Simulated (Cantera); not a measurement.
Input: 1 mol borazine, 2.8 mol NH3, 12 mol H2O, equilibrated at 3.10 mbar.

Method: chemical equilibrium by Gibbs-energy minimisation in Cantera with the NASA 1993 tables (ideal gas, pure condensed phases). Candidate condensed phases: B, BN, B2O3, B3O3H3, H2O; 39 gas species. The feed counts by its element totals alone. Gases not in the tables: H3BO3. Equilibrium is a limit: real reactors are often held back by kinetics, nucleation or transport. All values below are at 1500 K.

Base state: H2 0.495, H2O 0.257, N2 0.123, HBO2 0.123, B2O3 0.00216, H 0.000223, HBO 0.000129 (mole fractions); condensed: gas only.

Q: What changes in the equilibrium state with this change: H2O from 12 to 0.08 mol?

A: 
| species | before | after |
|---|---|---|
| H2 | 0.495 | 0.830 |
| N2 | 0.123 | 0.164 |
| HBO | 0.000129 | 0.00364 |
| H2O | 0.257 | 0.000216 |
| HBO2 | 0.123 | 0.00174 |
| B2O2 | 2.51e-7 | 0.000119 |
| BO | 1.51e-6 | 3.30e-5 |
| B2O3 | 0.00216 | 0.000516 |
| H | 0.000223 | 0.000288 |
| BN(s), mol | 0 | 2.94 |

Q: What changes in the equilibrium state with this change: borazine replaced by BCl3?

A: 
```tsv
species	before	after
H2O	0.257	0.510
H2	0.495	0.214
HCl	0	0.153
HBO2	0.123	0.0506
N2	0.123	0.0714
Cl	0	8.42e-5
BOCl	0	1.11e-5
B2O3	0.00216	0.000185
HBO	0.000129	1.16e-5
H	0.000223	0.000146
```
The tables' values for BOCl are old estimates; treat these amounts as uncertain. Further candidate phases: NH4Cl.
